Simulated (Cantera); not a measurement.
Input: 1 mol Fe2O3, 9.3 mol H2, 0.51 mol N2.

Cantera equilibrium calculation (NASA polynomials, part measured and part estimated; ideal gas, pure solids and liquids). Candidate condensed phases: Fe, FeO, Fe(OH)2, Fe(OH)3, Fe2O3, Fe3O4, H2O; 27 gas species. Each liquid is taken as pure. Mutual solubility and eutectic melting of coexisting phases are not modelled. The tables' stoichiometric FeO is somewhat more stable than real wüstite, so its field is too wide. FeO: taken at fixed stoichiometry. Rates play no part.

Stable condensed phases, one row left out:

```
T in K \ P in Pa
              10      36     130     460    1700    6000   22000   77000  280000 1000000
   1850        A       B       C       C       C       C       C       C       C       C
   1700        C       C       C       C       C       C       C       C       C       C
   1625        C       C       C       C       C       C       C       C       C       C
   1550        C       C       C       C       C       C       C       C       C       C
   1475        C       C       C       C       C       C       C       C       C       C
   1400        C       C       C       C       C       C       C       C       C       C
   1325        C       C       C       C       C       C       C       C       C       C
   1250        C       C       C       C       C       C       C       C       C       C
   1175        C       C       C       C       C       C       C       C       C       C
```

A: gas only; B: FeO; C: Fe + FeO.

Q: Give the row for 1775 K.

A: 10: gas only; 36: Fe + FeO; 130: Fe + FeO; 460: Fe + FeO; 1700: Fe + FeO; 6000: Fe + FeO; 22000: Fe + FeO; 77000: Fe + FeO; 280000: Fe + FeO; 1000000: Fe + FeO.
